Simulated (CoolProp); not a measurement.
Vapour-liquid equilibrium of toluene (1) + n-nonane (2) at 0.01 MPa; x and y are mole fractions of (1).

The numbers come from the multi-fluid Helmholtz-energy mixture model, Lemmon 2006 and Lemmon 2006; pair parameters Bell 2016 in CoolProp.

Question: Give the bubble temperature and the first vapour's composition at x = 0.05, 0.425, 0.5. Is there an azeotrope?

Answer: x = 0.05: 348.9 K, y = 0.226; x = 0.425: 329.2 K, y = 0.797; x = 0.5: 327.2 K, y = 0.834. No azeotrope shows between x = 0.05 and 0.95.

The pair parameters rest on a limited set of measurements; away from them the model extrapolates.
